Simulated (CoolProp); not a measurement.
Aqueous potassium acetate as a coolant, 15 % by mass, freezing at -7.5 °C, 1 atm.

Model: Melinder's fits for secondary coolants, in CoolProp.

| T (°C) | conductivity (W/(m K)) | cp (kJ/(kg K)) | density (kg/m³) | viscosity (mPa s) |
|---|---|---|---|---|
| -6.4 | 0.509 | 3.628 | 1082 | 3.23 |
| -2 | 0.515 | 3.634 | 1081 | 2.75 |
| 2.4 | 0.522 | 3.639 | 1080 | 2.37 |
| 6.8 | 0.528 | 3.645 | 1079 | 2.07 |
| 11.2 | 0.535 | 3.651 | 1078 | 1.82 |
| 15.6 | 0.541 | 3.657 | 1077 | 1.62 |
| 20.1 | 0.548 | 3.663 | 1075 | 1.45 |
| 24.5 | 0.554 | 3.668 | 1074 | 1.31 |
| 28.9 | 0.561 | 3.673 | 1072 | 1.19 |
| 33.3 | 0.567 | 3.678 | 1071 | 1.09 |
